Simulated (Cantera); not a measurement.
Equilibrium for carbon deposition, reforming and gasification: acetone + H2

Feed: 1 mol acetone, 37 mol H2, held at 3000 Torr.

Cantera equilibrium calculation (NASA polynomials, part measured and part estimated; ideal gas, pure solids and liquids). Candidate condensed phases: C, C6H6, C7H8, C8H18, H2O; 110 gas species. The feed counts by its element totals alone. Equilibrium is a limit: real reactors are often held back by kinetics, nucleation or transport.

```tsv
T (K)	x H2	x CO	x H	x C2H2 (acetylene)	x CH4	x CH3	x C4H2	x C2H4	n C(graphite)
2123	0.971	0.0244	0.00177	0.00161	0.00118	4.17e-5	1.08e-6	2.20e-5	1.82
2173	0.970	0.0244	0.00238	0.00214	0.00105	4.95e-5	1.92e-6	2.30e-5	1.78
2223	0.969	0.0244	0.00315	0.00281	0.000939	5.83e-5	3.33e-6	2.39e-5	1.73
2273	0.967	0.0244	0.00413	0.00365	0.000845	6.81e-5	5.62e-6	2.49e-5	1.66
2323	0.965	0.0243	0.00535	0.00467	0.000762	7.90e-5	9.27e-6	2.58e-5	1.58
2373	0.962	0.0243	0.00685	0.00592	0.000691	9.10e-5	1.50e-5	2.66e-5	1.48
2423	0.959	0.0243	0.00868	0.00742	0.000628	0.000104	2.36e-5	2.74e-5	1.35
2473	0.955	0.0243	0.0109	0.00921	0.000572	0.000118	3.66e-5	2.81e-5	1.20
```
x: gas mole fraction; n: condensed amount in mol.

From 2123 K to 2473 K the condensed part is C(graphite). The main C-bearing gas is CO throughout. The share of C in condensed phases is highest at 2123 K (60.5 %) and lowest at 2473 K (40.1 %).
